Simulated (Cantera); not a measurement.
Input (Python, Cantera):

```python
import numpy as np
import cantera as ct

gas = ct.Solution("gri30.yaml")
gas.TPX = 1200, 101325, {'CH4': 1, 'H2': 0.54, 'O2': 2.32, 'N2': 8.71}
reactor = ct.IdealGasReactor(gas, energy="on", clone=False)
net = ct.ReactorNet([reactor])
net.rtol, net.atol = 1e-08, 1e-16
show = ['CH4', 'H2', 'O2', 'O', 'C2H6', 'NO2']
times = np.geomspace(2e-06, 1, 14)

steps = ct.SolutionArray(gas, extra=["t"])
rows = []
print(f"{'t/s':>10s}{'T/K':>9s}{'P/Pa':>11s}" + "".join(f"{s:>11s}" for s in show))
for t in times:
    while net.time < t:
        t_next = net.step()
        steps.append(gas.state, t=t_next)
    rows.append([np.interp(t, steps.t, y) for y in (steps.T, steps.P, *steps(*show).X.T)])
    print(f"{t:10.3e}{rows[-1][0]:9.1f}{rows[-1][1]:11.4g}" + "".join(f"{x:11.3e}" for x in rows[-1][2:]))
rate = np.gradient(steps.T, steps.t)
print("integrator steps:", len(steps.t))
if steps.T.max() > steps.T[0] + 200:
    print(f"time of steepest temperature rise: {steps.t[rate.argmax()]:.4e} s")
gas.TPX = 1200, 101325, {'CH4': 1, 'H2': 0.54, 'O2': 2.32, 'N2': 8.71}
gas.equilibrate("UV")
print(f"equilibrium (UV): T = {gas.T:.1f} K  " + "  ".join(f"{s} {gas[s].X[0]:.3e}" for s in show))
```

It prints:

```
       t/s      T/K       P/Pa        CH4         H2         O2          O       C2H6        NO2
 2.000e-06   1200.0  1.013e+05  7.955e-02  4.296e-02  1.846e-01  1.170e-10  1.301e-16  6.871e-29
 5.488e-06   1200.0  1.013e+05  7.955e-02  4.296e-02  1.846e-01  2.446e-10  4.643e-15  4.945e-27
 1.506e-05   1200.0  1.013e+05  7.955e-02  4.296e-02  1.846e-01  3.894e-10  1.564e-13  2.208e-25
 4.132e-05   1200.0  1.013e+05  7.955e-02  4.296e-02  1.846e-01  8.432e-10  5.198e-12  8.753e-24
 1.134e-04   1200.0  1.013e+05  7.955e-02  4.296e-02  1.846e-01  3.499e-09  2.994e-10  5.676e-22
 3.111e-04   1200.0  1.013e+05  7.954e-02  4.295e-02  1.846e-01  6.945e-08  1.836e-07  5.946e-19
 8.537e-04   1210.0  1.021e+05  7.824e-02  4.246e-02  1.837e-01  1.334e-06  3.805e-04  5.064e-14
 2.343e-03   2839.4  2.446e+05  6.533e-15  1.847e-02  2.117e-02  5.928e-03  1.161e-28  1.889e-06
 6.428e-03   2831.0  2.438e+05  7.001e-15  1.876e-02  1.934e-02  5.489e-03  1.306e-28  3.359e-06
 1.764e-02   2831.0  2.438e+05  7.001e-15  1.876e-02  1.934e-02  5.489e-03  1.306e-28  3.360e-06
 4.840e-02   2831.0  2.438e+05  7.001e-15  1.876e-02  1.934e-02  5.489e-03  1.306e-28  3.360e-06
 1.328e-01   2831.0  2.438e+05  7.001e-15  1.876e-02  1.934e-02  5.489e-03  1.306e-28  3.360e-06
 3.644e-01   2831.0  2.438e+05  7.001e-15  1.876e-02  1.934e-02  5.489e-03  1.306e-28  3.360e-06
 1.000e+00   2831.0  2.438e+05  7.001e-15  1.876e-02  1.934e-02  5.489e-03  1.306e-28  3.360e-06
integrator steps: 2122
time of steepest temperature rise: 1.9213e-03 s
equilibrium (UV): T = 2831.0 K  CH4 9.087e-15  H2 1.876e-02  O2 1.934e-02  O 5.489e-03  C2H6 2.088e-28  NO2 3.360e-06
```

Model: GRI-Mech 3.0 (53 species, 325 reactions), integrated in Cantera.
